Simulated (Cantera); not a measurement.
Feed: 1 mol SiC, 0.016 mol N₂O, 310 mol N₂, 0.01 mol H₂O, equilibrated at 950 °C and 98.0 Pa.

These are equilibrium values from Cantera (NASA tables, ideal gas, pure condensed phases), not measurements of a reactor. Candidate condensed phases: C, C₆H₆, C₇H₈, C₈H₁₈, H₂O, Si, SiC, SiO₂, Si₂N₂O, Si₃N₄; 151 gas species. Mutual solubility and eutectic melting of coexisting phases are not modelled. Rates play no part.

Base state: N₂ 1.000, H₂ 3.20e-5, CO 2.34e-5 (mole fractions); condensed: C(graphite) + Si₂N₂O(s) + Si₃N₄(s).

### Question
What changes in the equilibrium state with this change: temperature from 950 °C to 1800 °C?

### Answer
```csv
species,before,after
N₂,1.000,0.997
Si,<1e-9,0.00293
SiC₂,<1e-9,0.000169
CN,<1e-9,4.52e-5
Si₂C,<1e-9,4.38e-5
"C(graphite), mol",0.993,0.835
"Si₂N₂O(s), mol",0.0188,0
"Si₃N₄(s), mol",0.321,0
```
The tables' values for SiN are old estimates; treat these amounts as uncertain.
